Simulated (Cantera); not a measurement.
A closed system holds: 1 mol CH2F2, 0.62 mol F2, 0.93 mol H2, equilibrated at 2202 °C and 120 Torr.

Method: chemical equilibrium by Gibbs-energy minimisation in Cantera with the NASA 1993 tables (ideal gas, pure condensed phases). Kinetics and transport are ignored.

```csv
species,before,after
HF,0.905,0.870
H,0.0157,0.0828
H2,0.0782,0.0434
C,7.35e-7,3.68e-5
C3,2.10e-6,0.000105
CF,1.08e-5,9.82e-5
F,0.000356,0.00325
C2H,1.04e-5,5.48e-5
C2H2 (acetylene),0.000760,0.000422
"C(graphite), mol",0.994,0.995
```
Gas species are given as mole fractions.

**Question.** Name the change that produced these shifts.
A. pressure from 120 Torr to 0.0675 Torr
B. pressure from 120 Torr to 2.40 Torr
C. CH2F2 replaced by CHF3
D. CH2F2 replaced by CF4

**Answer.** B, pressure from 120 Torr to 2.40 Torr
